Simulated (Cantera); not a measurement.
An adiabatic, constant-volume homogeneous reactor starts with CH4 : O2 : N2 = 1 : 1 : 3.76 (molar parts), equivalence ratio 2.0, at 1800 K and 2.30 bar. Integrator tolerance rtol = 1e-08.

Computed with Cantera and GRI-Mech 3.0 (53 species, 325 reactions).

Task: What does this change do: initial temperature 1800 to 973 K?

Result: 
```
quantity                                                              before                                     after
---------------------------------  -----------------------------------------  ----------------------------------------
time of steepest temperature rise                                    57.8 µs                               not reached
temperature at 0.800 s                                                2958 K                                     983 K
equilibrium temperature                                               2958 K                                    2409 K
x(CH4) at 0.800 s                  5.22e-11 (gas-phase equilibrium 5.88e-11)     0.172 (gas-phase equilibrium 1.05e-9)
x(O2) at 0.800 s                   0.000217 (gas-phase equilibrium 0.000217)     0.173 (gas-phase equilibrium 1.34e-6)
x(HO2) at 0.800 s                    3.63e-7 (gas-phase equilibrium 3.63e-7)   1.90e-6 (gas-phase equilibrium 2.61e-9)
x(C2H) at 0.800 s                      <1e-12 (gas-phase equilibrium <1e-12)     <1e-12 (gas-phase equilibrium <1e-12)
x(OH) at 0.800 s                     0.00659 (gas-phase equilibrium 0.00659)  1.14e-9 (gas-phase equilibrium 0.000385)
```
Below about 1000 K GRI-Mech 3.0 lacks low-temperature oxidation paths.

Task: What does this change do: initial temperature 1800 to 1750 K?

Result: 
| quantity | before | after |
|---|---|---|
| time of steepest temperature rise | 57.8 µs | 82.8 µs |
| temperature at 0.800 s | 2958 K | 2932 K |
| equilibrium temperature | 2958 K | 2932 K |
| x(CH4) at 0.800 s | 5.22e-11 (gas-phase equilibrium 5.88e-11) | 5.87e-11 (gas-phase equilibrium 6.60e-11) |
| x(O2) at 0.800 s | 0.000217 (gas-phase equilibrium 0.000217) | 0.000179 (gas-phase equilibrium 0.000179) |
| x(HO2) at 0.800 s | 3.63e-7 (gas-phase equilibrium 3.63e-7) | 3.03e-7 (gas-phase equilibrium 3.03e-7) |
| x(C2H) at 0.800 s | <1e-12 (gas-phase equilibrium <1e-12) | <1e-12 (gas-phase equilibrium <1e-12) |
| x(OH) at 0.800 s | 0.00659 (gas-phase equilibrium 0.00659) | 0.00593 (gas-phase equilibrium 0.00593) |
